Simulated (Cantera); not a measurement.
A perfectly stirred reactor is fed with H2 : O2 : N2 = 1 : 0.333 : 1.25 (molar parts), equivalence ratio 1.5, at 2930 Torr; it is adiabatic with a 700 K inlet, and is followed from long to short residence time, starting on the burning branch (τ in s: 0.2, 0.063, 0.019, 0.006, 0.0019, 0.00057, 0.00018, 5.5e-05, 1.7e-05, 5.2e-06).

Model: GRI-Mech 3.0 (53 species, 325 reactions), integrated in Cantera. The hydrogen kinetics of GRI-Mech 3.0 are dated; newer H2 mechanisms differ, most at raised pressure.

Predict: blow-out, bracketed by the residence times tried; x(H2) at τ = 0.200 s; x(O2) at τ = 0.200 s; x(OH) at τ = 0.200 s; x(H) at τ = 0.200 s; x(NO) at τ = 0.200 s; x(H2) at τ = 0.570 ms; x(O2) at τ = 0.570 ms; x(OH) at τ = 0.570 ms; x(H) at τ = 0.570 ms; x(NO) at τ = 0.570 ms.


```
Item                                                                              Result
------------------------------------------------  --------------------------------------
blow-out, bracketed by the residence times tried  burning at 5.20 µs, the shortest tried
x(H2) at τ = 0.200 s                                                               0.147
x(O2) at τ = 0.200 s                                                             5.62e-5
x(OH) at τ = 0.200 s                                                             0.00255
x(H) at τ = 0.200 s                                                              0.00592
x(NO) at τ = 0.200 s                                                            0.000332
x(H2) at τ = 0.570 ms                                                              0.144
x(O2) at τ = 0.570 ms                                                           0.000494
x(OH) at τ = 0.570 ms                                                            0.00527
x(H) at τ = 0.570 ms                                                              0.0132
x(NO) at τ = 0.570 ms                                                           0.000148
```
